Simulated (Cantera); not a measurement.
An isothermal, constant-pressure homogeneous reactor starts with N₂O : N₂ = 1 : 3.8 (molar parts), at 1423 K and 21.0 Torr. Integrator tolerance rtol = 1e-08.

Computed with Cantera and GRI-Mech 3.0 (53 species, 325 reactions). GRI-Mech 3.0 was tuned for natural gas; its chemistry of N2O as a main component is partial and can be far from experiment. Radical loss at walls, strong at low pressure, is not modelled. The temperature is held fixed by assumption; the heat of reaction is taken as removed at once.

**Question.** What does this change do: pressure from 21.0 Torr to 0.920 bar?

**Answer.** 
```csv
quantity,before,after
x(N₂O) at 2.00 s,0.0585 (gas-phase equilibrium 6.69e-9),3.36e-7 (gas-phase equilibrium 3.84e-8)
x(O) at 2.00 s,3.22e-5 (gas-phase equilibrium 2.48e-6),3.97e-7 (gas-phase equilibrium 4.33e-7)
x(NO) at 2.00 s,0.0282 (gas-phase equilibrium 0.000593),0.0312 (gas-phase equilibrium 0.000593)
x(NO₂) at 2.00 s,6.71e-6 (gas-phase equilibrium 4.54e-7),0.000125 (gas-phase equilibrium 2.60e-6)
x(N₂) at 2.00 s,0.860 (gas-phase equilibrium 0.905),0.890 (gas-phase equilibrium 0.905)
x(O₂) at 2.00 s,0.0537 (gas-phase equilibrium 0.0940),0.0786 (gas-phase equilibrium 0.0940)
```

**Question.** What does this change do: N2O 1 to 0.12 parts?

**Answer.** 
| quantity | before | after |
|---|---|---|
| x(N₂O) at 2.00 s | 0.0585 (gas-phase equilibrium 6.69e-9) | 0.00914 (gas-phase equilibrium 2.90e-9) |
| x(O) at 2.00 s | 3.22e-5 (gas-phase equilibrium 2.48e-6) | 3.22e-5 (gas-phase equilibrium 9.90e-7) |
| x(NO) at 2.00 s | 0.0282 (gas-phase equilibrium 0.000593) | 0.00439 (gas-phase equilibrium 0.000247) |
| x(NO₂) at 2.00 s | 6.71e-6 (gas-phase equilibrium 4.54e-7) | 9.25e-7 (gas-phase equilibrium 7.53e-8) |
| x(N₂) at 2.00 s | 0.860 (gas-phase equilibrium 0.905) | 0.978 (gas-phase equilibrium 0.985) |
| x(O₂) at 2.00 s | 0.0537 (gas-phase equilibrium 0.0940) | 0.00836 (gas-phase equilibrium 0.0150) |
